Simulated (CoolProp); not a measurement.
R152A at several states: density (kg/m³) from the reference equation and from simpler models built on Tc = 386.4 K, pc = 45.17 bar, ω = 0.275; each cubic takes its own stable root.

Computed with CoolProp (reference Helmholtz-energy equation of state, Outcalt 1996). It is a modified Benedict-Webb-Rubin equation, recast in Helmholtz form.

| T (K) | p (bar) | phase | reference | van der Waals | Redlich-Kwong | Soave-Redlich-Kwong | Peng-Robinson |
|---|---|---|---|---|---|---|---|
| 432.7 | 20.1 | gas | 41.75 | 41.42 | 41.72 | [?] | 41.98 |
| 241.5 | 0.42 | gas | 1.409 | 1.393 | 1.398 | 1.400 | 1.401 |
| 164.9 | 1.41 | liquid | [?] | [?] | 942.5 | 957.7 | [?] |
| 235.8 | 0.552 | liquid | 1039 | [?] | 1.891 | [?] | 976.0 |

Question: Complete the blanks.

Answer: 
- 432.7, Soave-Redlich-Kwong: 41.31
- 164.9, reference: 1174
- 164.9, van der Waals: 632.8
- 164.9, Peng-Robinson: 1075
- 235.8, van der Waals: 1.881
- 235.8, Soave-Redlich-Kwong: 864.6

At some of these states van der Waals, Redlich-Kwong gives the other phase, because its saturation line lies elsewhere.
